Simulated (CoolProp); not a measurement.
Vapour-liquid equilibrium of carbon dioxide (1) + isobutane (2) at 6.87 bar; x and y are mole fractions of (1).

The numbers come from the multi-fluid Helmholtz-energy mixture model, Span 1996 and Bücker 2006; pair parameters Kunz 2012 in CoolProp.

```tsv
x	bubble temperature (K)	y at the bubble point	dew temperature at overall composition x (K)	liquid density (mol/L)
0.05	299.1	[?]	321.0	9.615
0.15	265.1	0.831	316.2	10.83
0.25	248.1	0.921	311.1	11.85
0.35	239.3	0.951	[?]	12.87
0.45	[?]	[?]	[?]	14.01
0.55	231.6	0.971	292.9	[?]
0.65	229.6	0.976	285.0	[?]
0.75	228.0	0.981	275.3	18.88
0.85	226.4	0.986	262.1	21.31
0.95	224.4	0.994	239.6	24.39
```

Problem. Some entries are withheld; supply them.

Solution. 
- 0.05, y at the bubble point: 0.459
- 0.35, dew temperature at overall composition x (K): 305.6
- 0.45, bubble temperature (K): 234.5
- 0.45, y at the bubble point: 0.964
- 0.45, dew temperature at overall composition x (K): 299.6
- 0.55, liquid density (mol/L): 15.33
- 0.65, liquid density (mol/L): 16.93

No azeotrope shows between x = 0.05 and 0.95.

The pair parameters rest on a limited set of measurements; away from them the model extrapolates. With so large a gap from Raoult's law the liquid may split in two, which this calculation doesn't test in full.
